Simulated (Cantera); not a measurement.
**Thermodynamics of boron, boron nitride and boron oxide, feed B2H6 + H2**

A closed system holds: 1 mol B2H6, 28 mol H2, at 1525 °C and 150 Torr.

Equilibrium computed with Cantera from the NASA thermochemical tables; the gas is ideal and each condensed phase is pure. Candidate condensed phases: B; 7 gas species. The feed counts by its element totals alone. The tables' values for BH2 are old estimates; treat these amounts as uncertain. Rates play no part.

```
Property       Result
----------  ---------
x(H2)           0.999
x(H)         0.000787
x(BH2)       0.000128
x(BH3)        8.90e-6
n(B(s))      2.00 mol
gas amount  31.01 mol
```
